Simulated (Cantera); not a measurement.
Feed: 1 mol Si2Cl6, 20 mol NH3, 0.19 mol H2, equilibrated at 10.0 mbar.

Equilibrium computed with Cantera from the NASA thermochemical tables; the gas is ideal and each condensed phase is pure. Candidate condensed phases: NH4Cl, Si, Si3N4; 28 gas species. The feed counts by its element totals alone. Gases not in the tables: Si2H6 and higher silanes. Kinetics and transport are ignored.

Task: Which condensed phases are stable at each of these points (T (°C)): 1025, 1125, 1225, 1325, 1425, 1525, 1625, 1725?

Result: 
| T (°C) | condensed phases | Si condensed (%) |
|---|---|---|
| 1025 | Si3N4(s) | 99.0 |
| 1125 | Si3N4(s) | 96.0 |
| 1225 | Si3N4(s) | 86.0 |
| 1325 | Si3N4(s) | 65.2 |
| 1425 | Si3N4(s) | 38.4 |
| 1525 | Si(l) | 34.7 |
| 1625 | Si(l) | 35.3 |
| 1725 | Si(l) | 30.1 |

From 1025 °C to 1425 °C the condensed part is Si3N4(s). From 1525 °C to 1725 °C the condensed part is Si(l).
